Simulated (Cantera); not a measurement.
Input: 1 mol SiH4, 0.017 mol C2H2, 1300 mol H2, equilibrated at 13.3 mbar.

Cantera equilibrium calculation (NASA polynomials, part measured and part estimated; ideal gas, pure solids and liquids). Candidate condensed phases: C, C6H6, C7H8, C8H18, Si, SiC; 87 gas species. Mutual solubility and eutectic melting of coexisting phases are not modelled. Gases not in the tables: Si2H6 and higher silanes. Kinetics and transport are ignored. All values below are at 1450 °C.

Base state: H2 0.998, H 0.00158, Si 7.38e-5, SiH2 1.70e-5, SiH 1.22e-5 (mole fractions); condensed: Si(l) + SiC(s).

Problem. What changes in the equilibrium state with this change: SiH4 replaced by (CH3)2SiCl2?

Solution. 
```tsv
species	before	after
H2	0.998	0.997
H	0.00158	0.00158
HCl	0	0.00153
C2H2 (acetylene)	2.51e-8	9.02e-5
Si	7.38e-5	1.23e-6
SiH2	1.70e-5	2.82e-7
SiH	1.22e-5	2.04e-7
Si(l), mol	0.830	0
SiC(s), mol	0.0330	0.998
C(graphite), mol	0	0.783
```
The feed counts by its element totals alone.
